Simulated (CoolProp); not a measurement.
The fluid at 298.15 K and 4.94 MPa flows at 0.65 m/s in a round tube of 12.7 mm bore and 1.5 µm roughness, fully developed (64/Re and Nu = 3.66 if laminar; Colebrook and Gnielinski if turbulent). The same conditions are run with several fluids, on thermodynamics alone (safety and materials aside).

Model: reference Helmholtz-energy equation of state of each fluid (n-decane: Lemmon 2006; R227EA: Lemmon 2016; n-nonane: Lemmon 2006; R141b: Lemmon 2006; toluene: Lemmon 2006), in CoolProp.

| fluid | Reynolds number | Darcy friction factor | pressure drop (Pa/m) | heat-transfer coefficient (W/(m² K)) | mass flow (kg/h) |
|---|---|---|---|---|---|
| n-decane | 6710 | 0.0346 | 420 | 730 | 216 |
| R227EA | 44100 | 0.0219 | 517 | 1260 | 421 |
| n-nonane | 8600 | 0.0323 | 386 | 839 | 213 |
| R141b | 23900 | 0.0251 | 519 | 1130 | 369 |
| toluene | 12400 | 0.0294 | 423 | 1020 | 257 |

Transport values come from each fluid's own correlations; those of R227EA, R141b are estimates that may be off by 10 % or more.
